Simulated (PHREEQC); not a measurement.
A column of 0.5 m (30 cells, dispersivity 0.018 m, 3600 s a shift, diffusion coefficient 3e-10 m²/s) holds 0.022 eq of the database's cation exchanger X per kg of pore water, first in equilibrium with 0.0061 mol ZnCl2, 0.00066 mol MgSO4 and 1e-05 mol HCl per kg of water. It is flushed with 4.5 mmol/kgw ZnSO4, 0.47 mmol/kgw ZnCl2, 11 mmol/kgw CdCl2 and 0.01 mmol/kgw HCl, at 40 °C. Values are for the last cell. CO2 from the air is kept out. No solid was allowed to form.

The series has 31 steps of pore volumes, from 0 to 4.017.

The numbers come from PHREEQC with the ion-association model, phreeqc.dat.

Q: After how many pore volumes does Cd at the outlet first reach half of its feed value?

A: By 1.5 pore volumes.

Complexes and solids missing from the database can't appear. Away from 25 °C the constants follow the database's enthalpies or fits; those with neither stay at their 25 °C values.
